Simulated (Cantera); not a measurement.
Feed: 1 mol c-C4F8, 0.16 mol H2, equilibrated at 133 Pa.

These are equilibrium values from Cantera (NASA tables, ideal gas, pure condensed phases), not measurements of a reactor. Candidate condensed phases: C, C6H6, C7H8, C8H18; 110 gas species. Ions and electrons are included (thermal ionisation). The feed counts by its element totals alone. The numbers say what is thermodynamically allowed, not how fast it happens. All values below are at 4500 K.

Base state: F 0.649, C 0.323, H 0.0259, C2 0.000480, CF 0.000362, e- 0.000194, C+ 0.000180, HF 4.90e-5 (mole fractions); condensed: gas only.

Question: What changes in the equilibrium state with this change: 0.37 mol CH4 added?

Answer: 
| species | before | after |
|---|---|---|
| F | 0.649 | 0.564 |
| C | 0.323 | 0.307 |
| H | 0.0259 | 0.127 |
| HF | 4.90e-5 | 0.000208 |
| CF | 0.000362 | 0.000299 |
